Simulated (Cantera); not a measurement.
An isothermal, constant-pressure homogeneous reactor starts with NO : N₂ = 1 : 5.2 (molar parts), at 1925 K and 0.987 atm.

Computed with Cantera and GRI-Mech 3.0 (53 species, 325 reactions).

x: mole fraction; the columns are a selection and need not sum to one.

```json
[
 {"t (s)": "0.000400", "x NO": "0.161", "x O₂": "1.84e-7", "x NO₂": "4.81e-6", "x O": "?", "x N₂": "0.839"},
 {"t (s)": "0.00116", "x NO": "0.161", "x O₂": "2.67e-6", "x NO₂": "1.66e-5", "x O": "?", "x N₂": "0.839"},
 {"t (s)": "0.00336", "x NO": "0.161", "x O₂": "3.29e-5", "x NO₂": "3.24e-5", "x O": "1.85e-5", "x N₂": "0.839"},
 {"t (s)": "0.00975", "x NO": "0.161", "x O₂": "0.000160", "x NO₂": "3.48e-5", "x O": "1.98e-5", "x N₂": "0.839"},
 {"t (s)": "0.0283", "x NO": "0.160", "x O₂": "0.000535", "x NO₂": "3.69e-5", "x O": "2.10e-5", "x N₂": "0.839"},
 {"t (s)": "0.0820", "x NO": "0.158", "x O₂": "0.00162", "x NO₂": "4.24e-5", "x O": "?", "x N₂": "0.840"},
 {"t (s)": "0.238", "x NO": "0.152", "x O₂": "0.00476", "x NO₂": "5.40e-5", "x O": "?", "x N₂": "0.844"},
 {"t (s)": "0.690", "x NO": "0.134", "x O₂": "0.0134", "x NO₂": "7.09e-5", "x O": "?", "x N₂": "0.852"},
 {"t (s)": "2.00", "x NO": "0.0947", "x O₂": "0.0332", "x NO₂": "7.52e-5", "x O": "?", "x N₂": "0.872"}
]
```

Problem. Some entries are withheld; supply them.

Solution. 
- 0.000400, x O: 3.57e-6
- 0.00116, x O: 1.01e-5
- 0.0820, x O: 2.42e-5
- 0.238, x O: 3.18e-5
- 0.690, x O: 4.65e-5
- 2.00, x O: 6.92e-5
